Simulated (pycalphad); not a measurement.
An equivalent pycalphad script:

```python
from pycalphad import Database, equilibrium, calculate, variables as v
import numpy as np
db = Database('COST507.tdb')
comps = ['SI', 'V', 'VA']
phases = ['BCC_A2', 'DIAMOND_A4', 'LIQUID', 'SI2V', 'SI3V5', 'SI5V6', 'SIV3']
eq = equilibrium(db, comps, phases, {v.X('V'): 0.0283, v.T: np.arange(2600, 499, -40), v.P: 101325, v.N: 1}, output=['HM', 'SM'])
```

Source of the numbers: pycalphad with the COST 507 light-alloy database (1999); pressure 1 atm. The database dates from 1999; later assessments differ in places, in temperatures and in the compounds included. Amounts are mole fractions of atoms. Diffusion is slow at the low end, where real alloys seldom reach equilibrium.

Results at three of the temperatures:

```
T = 2280.00 K, P = 101325 Pa, N = 1 mol of atoms
G = -129122 J/mol, H = 98460 J/mol, S = 99.82 J/(mol K)  (SER reference)
chemical potentials (J/mol): Si -125513, V -253048
phase             fraction      x(Si)       x(V)
LIQUID              1.0000     0.9717     0.0283
```

```
T = 2120.00 K, P = 101325 Pa, N = 1 mol of atoms
G = -113311 J/mol, H = 94018 J/mol, S = 97.80 J/(mol K)  (SER reference)
chemical potentials (J/mol): Si -109676, V -238125
phase             fraction      x(Si)       x(V)
LIQUID              1.0000     0.9717     0.0283
```

```
T = 560.00 K, P = 101325 Pa, N = 1 mol of atoms
G = -15971 J/mol, H = 2481 J/mol, S = 32.95 J/(mol K)  (SER reference)
chemical potentials (J/mol): Si -12503, V -135068
phase             fraction      x(Si)       x(V)
DIAMOND_A4          0.9151     1.0000       none
SI2V                0.0849     0.6667     0.3333
```

Changes of the phase set, refined by bisection:

```json
[
 {"T (K)": "1675.8", "phases above": "liquid", "phases below": "diamond (Si) + liquid"},
 {"T (K)": "1675.1", "phases above": "diamond (Si) + liquid", "phases below": "diamond (Si) + SI2V"}
]
```

Database names, with the compositions (at.%) that they take in these runs: SI2V: Si 67 V 33. DIAMOND_A4 is diamond (Si). An entry "none" or "no" means that the model of the phase leaves that element out.
